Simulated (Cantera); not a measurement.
# Thermodynamics of oxide etching and cleaning by halides, feed CuO + HF

A closed system holds: 1 mol CuO, 49 mol HF, equilibrated at 35.0 Pa.

Method: chemical equilibrium by Gibbs-energy minimisation in Cantera with the NASA 1993 tables (ideal gas, pure condensed phases). Candidate condensed phases: Cu, CuF2, CuO, Cu(OH)2, Cu2O, H2O; 27 gas species. Rates play no part.

At 798 K the condensed part is CuF2(s) + CuO(s) + Cu2O(s). At 873 K the condensed part is CuO(s) + Cu2O(s). From 948 K to 1248 K the condensed part is Cu2O(s). From 1323 K to 1623 K nothing is condensed. The main Cu-bearing gas is CuF2 at 798 K and CuF at 1623 K.

| T (K) | x HF | x CuF | x H2O | x O2 | x Cu | x OH | n CuF2(s) | n CuO(s) | n Cu2O(s) |
|---|---|---|---|---|---|---|---|---|---|
| 798 | 1.000 | 2.73e-6 | 2.17e-5 | 0.000102 | <1e-12 | 1.31e-11 | 0.000313 | 0.979 | 0.00994 |
| 873 | 0.996 | 2.68e-5 | 6.37e-5 | 0.00339 | 2.88e-12 | 4.41e-10 | 0 | 0.332 | 0.332 |
| 948 | 0.995 | 0.000178 | 0.000164 | 0.00506 | 2.49e-10 | 4.59e-9 | 0 | 0 | 0.494 |
| 1023 | 0.994 | 0.000789 | 0.000469 | 0.00506 | 1.21e-8 | 3.52e-8 | 0 | 0 | 0.479 |
| 1098 | 0.991 | 0.00260 | 0.00136 | 0.00505 | 3.43e-7 | 2.21e-7 | 0 | 0 | 0.434 |
| 1173 | 0.984 | 0.00714 | 0.00362 | 0.00505 | 6.31e-6 | 1.13e-6 | 0 | 0 | 0.322 |
| 1248 | 0.969 | 0.0170 | 0.00855 | 0.00504 | 8.12e-5 | 4.72e-6 | 0 | 0 | 0.0740 |
| 1323 | 0.965 | 0.0198 | 0.00990 | 0.00509 | 0.000305 | 1.24e-5 | 0 | 0 | 0 |
| 1398 | 0.965 | 0.0193 | 0.00965 | 0.00521 | 0.000781 | 2.72e-5 | 0 | 0 | 0 |
| 1473 | 0.965 | 0.0183 | 0.00914 | 0.00543 | 0.00173 | 5.46e-5 | 0 | 0 | 0 |
| 1548 | 0.966 | 0.0168 | 0.00832 | 0.00580 | 0.00329 | 0.000101 | 0 | 0 | 0 |
| 1623 | 0.966 | 0.0146 | 0.00719 | 0.00628 | 0.00539 | 0.000172 | 0 | 0 | 0 |
x: gas mole fraction; n: condensed amount in mol.
